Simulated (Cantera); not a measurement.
An isothermal, constant-pressure homogeneous reactor starts with 0.207 % CH4, 1.18 % O2, 98.6 % N2, equivalence ratio 0.35, at 1475 K and 16.8 atm.

Model: GRI-Mech 3.0 (53 species, 325 reactions), integrated in Cantera. The pressure lies above the range GRI-Mech 3.0 was tuned for (to about 10 atm).

One state of this run: x CH4 = <1e-12; x O2 = 0.00769; x CH2 = <1e-12; x CH2CO = <1e-12; x CO2 = 0.00207. x: mole fraction; the columns are a selection and need not sum to one.

Which value of t (s) does it belong to?
A) 70.0
B) 1.00e-5
C) 0.000332
D) 5.76e-5

A, 70.0
